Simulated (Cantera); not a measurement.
A perfectly stirred reactor is fed with NH3 : H2 = 1 : 0.18 (molar parts), at 0.987 atm; it is held at 1648 K, and followed from long to short residence time.

Cantera simulation using the gas-phase N/H chemistry of the illustrative SiF4/NH3 mechanism in the Surface Chemkin manual (1991); the numbers are that mechanism's predictions, not measurements. Walls and surfaces, which speed up NH3 decomposition in real reactors, are not modelled.

What does this change do: pressure from 0.987 atm to 0.0276 atm?


```csv
quantity,before,after
x(NH3) at τ = 1.60 s,0.558,0.806
x(H2) at τ = 1.60 s,0.363,0.183
x(N2H2) at τ = 1.60 s,3.58e-7,2.07e-6
x(H) at τ = 1.60 s,2.49e-5,1.87e-5
x(NH2) at τ = 1.60 s,9.40e-5,0.000202
x(NH3) at τ = 12.0 ms,0.844,0.847
x(H2) at τ = 12.0 ms,0.155,0.153
x(N2H2) at τ = 12.0 ms,7.46e-7,1.12e-7
x(H) at τ = 12.0 ms,9.35e-6,3.80e-6
x(NH2) at τ = 12.0 ms,0.000125,5.17e-5
```
